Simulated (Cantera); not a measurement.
Charge: 1 mol HMDSO, 0.8 mol O3, 16 mol H2, equilibrated at 100000 Pa.

Equilibrium computed with Cantera from the NASA thermochemical tables; the gas is ideal and each condensed phase is pure. Candidate condensed phases: C, C6H6, C7H8, C8H18, H2O, Si, SiC, SiO2; 123 gas species. The feed counts by its element totals alone. Mutual solubility and eutectic melting of coexisting phases are not modelled. The tables hold silica as quartz up to 1696 K and as liquid above; real silica turns to tridymite and cristobalite and melts near 1996 K. Kinetics and transport are ignored.

Problem. Which condensed phases are stable at each of these points (T (K)): 948, 1048, 1148, 1248, 1348, 1448, 1548, 1648, 1748?

Solution. 
```
T (K)                       condensed phases  Si condensed (%)
-----  -------------------------------------  ----------------
948    C(graphite) + SiC(s) + SiO2(β-quartz)             100.0
1048   C(graphite) + SiC(s) + SiO2(β-quartz)             100.0
1148   C(graphite) + SiC(s) + SiO2(β-quartz)             100.0
1248   C(graphite) + SiC(s) + SiO2(β-quartz)             100.0
1348   C(graphite) + SiC(s) + SiO2(β-quartz)             100.0
1448   C(graphite) + SiC(s) + SiO2(β-quartz)             100.0
1548   C(graphite) + SiC(s) + SiO2(β-quartz)              99.9
1648                    C(graphite) + SiC(s)              99.4
1748                    C(graphite) + SiC(s)              99.2
```

From 948 K to 1548 K the condensed part is C(graphite) + SiC(s) + SiO2(β-quartz). From 1648 K to 1748 K the condensed part is C(graphite) + SiC(s).
